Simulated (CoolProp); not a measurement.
The fluid at 449.58 K and 0.285 MPa flows at 0.071 m/s in a round tube of 50 mm bore and 45 µm roughness, fully developed (64/Re and Nu = 3.66 if laminar; Colebrook and Gnielinski if turbulent). The same conditions are run with several fluids, on thermodynamics alone (safety and materials aside).

Values from CoolProp's reference Helmholtz-energy equation of state of each fluid (n-butane: Bücker 2006; R404A: Lemmon 2003; R142b: Lemmon 2006; R143a: Lemmon and Jacobsen 2000; water: Wagner 2002). Blends and air are pseudo-pure fits.

Rank n-butane, R404A, R142b, R143a, water by Reynolds number, highest first.

R142b (1780), R404A (1470), n-butane (1450), R143a (1390), water (328)

```json
[
 {"fluid": "n-butane", "Darcy friction factor": "0.0443", "pressure drop (Pa/m)": "0.0101", "heat-transfer coefficient (W/(m² K))": "2.59", "mass flow (kg/h)": "2.27"},
 {"fluid": "R404A", "Darcy friction factor": "0.0434", "pressure drop (Pa/m)": "0.0165", "heat-transfer coefficient (W/(m² K))": "1.81", "mass flow (kg/h)": "3.77"},
 {"fluid": "R142b", "Darcy friction factor": "0.0359", "pressure drop (Pa/m)": "0.0141", "heat-transfer coefficient (W/(m² K))": "1.70", "mass flow (kg/h)": "3.92"},
 {"fluid": "R143a", "Darcy friction factor": "0.0459", "pressure drop (Pa/m)": "0.0150", "heat-transfer coefficient (W/(m² K))": "2.31", "mass flow (kg/h)": "3.25"},
 {"fluid": "water", "Darcy friction factor": "0.195", "pressure drop (Pa/m)": "0.0138", "heat-transfer coefficient (W/(m² K))": "2.33", "mass flow (kg/h)": "0.702"}
]
```

Transport values come from each fluid's own correlations; those of R142b, R143a are estimates that may be off by 10 % or more.
